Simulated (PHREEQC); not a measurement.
A solution holds 52 mmol/kgw NaH2PO4 and 19 mmol/kgw HNO3, at 25 °C. It is in equilibrium with CO2 at log p = -1 (atm). Otherwise closed; pH follows from the charge balance.

All values are PHREEQC results (ion-association model, phreeqc.dat), not measurements.

No solid was allowed to form.

Question: Predict the pH, density.

Answer: pH 2.47; density 1.002 g/cm³.

Question: In which forms is P present?

Answer: H2PO4- 71 %, H3PO4 29 % of the P.

Complexes and solids missing from the database can't appear.
